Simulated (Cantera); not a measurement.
An adiabatic, constant-volume homogeneous reactor starts with CH₄ : O₂ : N₂ = 1 : 3.23 : 14.2 (molar parts), at 1375 K and 5.00 bar. Integrator tolerance rtol = 1e-08.

Computed with Cantera and GRI-Mech 3.0 (53 species, 325 reactions).

Q: What does this change do: O2 3.23 to 2.5 parts?

A: 
| quantity | before | after |
|---|---|---|
| time of steepest temperature rise | 1.09 ms | 1.57 ms |
| temperature at 0.400 s | 2632 K | 2666 K |
| equilibrium temperature | 2632 K | 2666 K |
| x(CH₄) at 0.400 s | <1e-12 (gas-phase equilibrium <1e-12) | <1e-12 (gas-phase equilibrium <1e-12) |
| x(O₂) at 0.400 s | 0.0587 (gas-phase equilibrium 0.0587) | 0.0255 (gas-phase equilibrium 0.0255) |
| x(H₂) at 0.400 s | 0.00148 (gas-phase equilibrium 0.00148) | 0.00267 (gas-phase equilibrium 0.00267) |
| x(NO₂) at 0.400 s | 1.91e-5 (gas-phase equilibrium 1.91e-5) | 8.69e-6 (gas-phase equilibrium 8.69e-6) |
| x(O) at 0.400 s | 0.00211 (gas-phase equilibrium 0.00211) | 0.00160 (gas-phase equilibrium 0.00160) |
| x(NO) at 0.400 s | 0.0149 (gas-phase equilibrium 0.0149) | 0.0106 (gas-phase equilibrium 0.0106) |

Q: What does this change do: pressure from 5.00 bar to 9.60 bar?

A: 
```json
[
 {"quantity": "time of steepest temperature rise", "before": "1.09 ms", "after": "0.604 ms"},
 {"quantity": "temperature at 0.400 s", "before": "2632 K", "after": "2651 K"},
 {"quantity": "equilibrium temperature", "before": "2632 K", "after": "2651 K"},
 {"quantity": "x(CH₄) at 0.400 s", "before": "<1e-12 (gas-phase equilibrium <1e-12)", "after": "<1e-12 (gas-phase equilibrium <1e-12)"},
 {"quantity": "x(O₂) at 0.400 s", "before": "0.0587 (gas-phase equilibrium 0.0587)", "after": "0.0584 (gas-phase equilibrium 0.0584)"},
 {"quantity": "x(H₂) at 0.400 s", "before": "0.00148 (gas-phase equilibrium 0.00148)", "after": "0.00117 (gas-phase equilibrium 0.00117)"},
 {"quantity": "x(NO₂) at 0.400 s", "before": "1.91e-5 (gas-phase equilibrium 1.91e-5)", "after": "2.67e-5 (gas-phase equilibrium 2.67e-5)"},
 {"quantity": "x(O) at 0.400 s", "before": "0.00211 (gas-phase equilibrium 0.00211)", "after": "0.00165 (gas-phase equilibrium 0.00165)"},
 {"quantity": "x(NO) at 0.400 s", "before": "0.0149 (gas-phase equilibrium 0.0149)", "after": "0.0153 (gas-phase equilibrium 0.0153)"}
]
```
